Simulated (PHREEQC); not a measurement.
A solution holds 0.081 mol/kgw NH4HF2, 0.00059 mol/kgw H2SiF6 and 0.07 mol/kgw H3PO4, at 25 °C. Closed to the air; pH follows from the charge balance.

All values are PHREEQC results (ion-association model, phreeqc.dat), not measurements.

```json
{
  "pH": "2.40",
  "ionic_strength": "0.0864 mol/kgw",
  "density": "1.003 g/cm³",
  "total_alkalinity": "-154 meq/kg"
}
```

```csv
species,molality,activity,log γ
HF,0.114,0.117,0.009
NH4+,0.0810,0.0613,-0.121
H2PO4-,0.0481,0.0383,-0.099
F-,0.0254,0.0196,-0.112
H3PO4,0.0219,0.0224,0.009
HF2-,0.0111,0.00878,-0.103
H+,0.00477,0.00396,-0.080
SiF6-2,0.000590,0.000233,-0.404
HPO4-2,1.52e-6,6.00e-7,-0.404
NH3,8.64e-9,8.82e-9,0.009
```

This is a speciation only: nothing precipitates in the calculation. SiF6-2 is the database's only silicon fluoride.
